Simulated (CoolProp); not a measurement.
Cyclopropane along the isotherm 317.9 K: fugacity coefficient from the reference equation and from simpler models built on Tc = 398.7 K, pc = 5.605 MPa, ω = 0.131; each cubic takes its own stable root.

Model: reference Helmholtz-energy equation of state, Polt 1992, in CoolProp. This equation is an older, rougher fit; its heat capacities, sound speeds and derivatives of the liquid may be far off and weren't checked against measurements.

| p (MPa) | phase | reference |
|---|---|---|
| 0.28 | gas | 0.9643 |
| 0.561 | gas | 0.9286 |
| 0.841 | gas | 0.8930 |
| 1.12 | gas | 0.8573 |
| 1.4 | liquid | 0.7264 |
| 1.68 | liquid | 0.6100 |
| 1.96 | liquid | 0.5268 |
| 2.24 | liquid | 0.4644 |
| 2.52 | liquid | 0.4160 |
| 2.8 | liquid | 0.3772 |

Problem. How far does each simpler model (Soave-Redlich-Kwong, Peng-Robinson) lie from the reference over these 10 states: mean and median of the absolute difference, and the worst?

Solution. 
- Soave-Redlich-Kwong: mean 1.6 %, median 2.0 %, worst +2.3 % at 317.9 K and 2.8 MPa
- Peng-Robinson: mean 0.1 %, median 0.0 %, worst +0.3 % at 317.9 K and 1.12 MPa
